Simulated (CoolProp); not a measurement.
CHF3 (R23) along the isotherm 333.9 K: density (kg/m³) from the reference equation and from simpler models built on Tc = 299.3 K, pc = 48.32 bar, ω = 0.263; each cubic takes its own stable root.

Computed with CoolProp (reference Helmholtz-energy equation of state, Penoncello 2003).

```csv
p (bar),phase,reference,van der Waals,Peng-Robinson
0.764,gas,1.934,1.934,1.935
1.45,gas,3.684,3.682,3.686
2.75,gas,7.035,7.027,7.043
5.2,gas,13.48,13.45,13.50
9.87,gas,26.25,26.15,26.35
18.7,gas,52.44,52.09,52.78
35.5,gas,112.0,111.3,113.1
67.2,supercritical,293.1,324.0,289.6
127,supercritical,752.8,589.3,668.6
242,supercritical,967.6,702.2,911.8
```
